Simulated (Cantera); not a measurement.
A Cantera script and its output.

```python
import numpy as np
import cantera as ct

gas = ct.Solution("gri30.yaml")
gas.TPX = 1750, 140000, {'CH4': 1, 'CO2': 3.2, 'H2': 0.063}
reactor = ct.IdealGasConstPressureReactor(gas, energy="off", clone=False)
net = ct.ReactorNet([reactor])
net.rtol, net.atol = 1e-08, 1e-18
show = ['CH4', 'CO2', 'H2', 'C2H4', 'HO2', 'CO', 'C2H2']
times = np.geomspace(3e-06, 2, 12)

steps = ct.SolutionArray(gas, extra=["t"])
rows = []
print(f"{'t/s':>10s}{'T/K':>9s}{'P/Pa':>11s}" + "".join(f"{s:>11s}" for s in show))
for t in times:
    while net.time < t:
        t_next = net.step()
        steps.append(gas.state, t=t_next)
    rows.append([np.interp(t, steps.t, y) for y in (steps.T, steps.P, *steps(*show).X.T)])
    print(f"{t:10.3e}{rows[-1][0]:9.1f}{rows[-1][1]:11.4g}" + "".join(f"{x:11.3e}" for x in rows[-1][2:]))
rate = np.gradient(steps.T, steps.t)
print("integrator steps:", len(steps.t))
if steps.T.max() > steps.T[0] + 200:
    print(f"time of steepest temperature rise: {steps.t[rate.argmax()]:.4e} s")
gas.TPX = 1750, 140000, {'CH4': 1, 'CO2': 3.2, 'H2': 0.063}
gas.equilibrate("TP")
print(f"equilibrium (TP): T = {gas.T:.1f} K  " + "  ".join(f"{s} {gas[s].X[0]:.3e}" for s in show))
```

Result:

```
       t/s      T/K       P/Pa        CH4        CO2         H2       C2H4        HO2         CO       C2H2
 3.000e-06   1750.0    1.4e+05  2.345e-01  7.506e-01  1.481e-02  2.371e-08  6.336e-14  2.142e-06  1.076e-11
 1.015e-05   1750.0    1.4e+05  2.343e-01  7.505e-01  1.489e-02  1.141e-06  1.552e-13  9.316e-06  2.124e-09
 3.436e-05   1750.0    1.4e+05  2.336e-01  7.503e-01  1.521e-02  3.857e-05  2.201e-13  5.540e-05  3.472e-07
 1.163e-04   1750.0    1.4e+05  2.303e-01  7.491e-01  1.714e-02  6.752e-04  2.978e-13  4.174e-04  3.445e-05
 3.935e-04   1750.0    1.4e+05  2.129e-01  7.397e-01  3.087e-02  5.456e-03  5.471e-13  3.411e-03  1.723e-03
 1.332e-03   1750.0    1.4e+05  1.641e-01  6.930e-01  7.450e-02  7.431e-03  1.274e-12  2.118e-02  1.968e-02
 4.506e-03   1750.0    1.4e+05  9.265e-02  5.754e-01  1.009e-01  2.453e-03  2.455e-12  9.285e-02  5.169e-02
 1.525e-02   1750.0    1.4e+05  2.596e-02  3.896e-01  6.604e-02  6.151e-04  3.912e-12  2.424e-01  7.182e-02
 5.160e-02   1750.0    1.4e+05  9.566e-03  2.808e-01  8.168e-02  2.421e-04  3.011e-12  3.613e-01  4.811e-02
 1.746e-01   1750.0    1.4e+05  6.100e-03  2.079e-01  1.198e-01  1.001e-04  1.318e-12  4.545e-01  1.545e-02
 5.910e-01   1750.0    1.4e+05  1.281e-03  1.732e-01  1.449e-01  5.919e-06  8.665e-13  4.973e-01  8.095e-04
 2.000e+00   1750.0    1.4e+05  4.298e-07  1.698e-01  1.479e-01  2.873e-11  8.696e-13  5.008e-01  4.176e-09
integrator steps: 1994
equilibrium (TP): T = 1750.0 K  CH4 5.767e-09  CO2 1.698e-01  H2 1.479e-01  C2H4 5.035e-15  HO2 8.700e-13  CO 5.008e-01  C2H2 7.334e-13
```

Computed with Cantera and GRI-Mech 3.0 (53 species, 325 reactions).
